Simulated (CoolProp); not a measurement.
Computed with CoolProp (reference Helmholtz-energy equation of state, Thol 2014).

Give the vapour pressure (MPa), liquid density (kg/m³), vapour density (kg/m³), enthalpy of vaporisation (kJ/kg) of saturated diethyl ether at 380 K.


```
T (K)  p (MPa)  liquid density (kg/m³)  vapour density (kg/m³)  enthalpy of vaporisation (kJ/kg)
-----  -------  ----------------------  ----------------------  --------------------------------
380      0.763                     599                    21.8                               282
```
